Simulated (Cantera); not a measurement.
Input: 1 mol SiHCl3, 0.78 mol NH3, 18 mol N2, held at 0.000240 bar.

Equilibrium computed with Cantera from the NASA thermochemical tables; the gas is ideal and each condensed phase is pure. Candidate condensed phases: NH4Cl, Si, Si3N4; 28 gas species. Equilibrium is a limit: real reactors are often held back by kinetics, nucleation or transport.

Question: What share of the Si ends up in condensed phases as a function of T (°C), at 1077, 1102, 1127, 1152, 1177, 1202, 1227, 1252, 1277, 1302, 1327?

Answer: 
```
T (°C)  Si condensed (%)        as
------  ----------------  --------
1077                43.7  Si3N4(s)
1102                35.6  Si3N4(s)
1127                27.6  Si3N4(s)
1152                19.9  Si3N4(s)
1177                12.7  Si3N4(s)
1202                 5.9  Si3N4(s)
1227                 0.0         -
1252                 0.0         -
1277                 0.0         -
1302                 0.0         -
1327                 0.0         -
```
